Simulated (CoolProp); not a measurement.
Vapour pressure (bar) of carbon monoxide: the reference equation beside estimates from Tc = 132.9 K, pc = 34.98 bar, ω = 0.050. Clausius-Clapeyron is anchored at 89.1 K with a constant enthalpy of vaporisation of 5.704 kJ/mol.

Model: reference Helmholtz-energy equation of state, Lemmon 2006, in CoolProp. It is a short technical equation, of lower accuracy than the large ones.

```tsv
T (K)	reference	Lee-Kesler	Clausius-Clapeyron	van der Waals	Redlich-Kwong	Soave-Redlich-Kwong
78.6	0.7066	0.7069	0.7841	2.800	0.6168	0.7021
81.2	0.9637	0.9640	1.037	3.377	0.8672	0.9586
83.9	1.301	1.301	1.361	4.058	1.202	1.296
86.5	1.704	1.705	1.740	4.794	1.608	1.699
89.1	2.193	2.196	2.193	5.615	2.108	2.191
91.7	2.781	2.785	2.729	6.523	2.713	2.782
94.4	3.507	3.512	3.380	7.564	3.465	3.514
97	4.330	4.335	4.106	8.662	4.321	4.345
99.6	5.284	5.290	4.939	9.859	5.317	5.311
102.2	6.383	6.387	5.885	11.16	6.465	6.424
104.8	7.638	7.640	6.952	12.56	7.776	7.698
107.5	9.120	9.116	8.194	14.13	9.321	9.203
```

Absolute difference from the reference over all 12 rows, mean and median: Lee-Kesler 0.1 and 0.1 %, Clausius-Clapeyron 5.8 and 5.9 %, van der Waals 143.9 and 125.1 %, Redlich-Kwong 4.1 and 2.3 %, Soave-Redlich-Kwong 0.4 and 0.4 %.
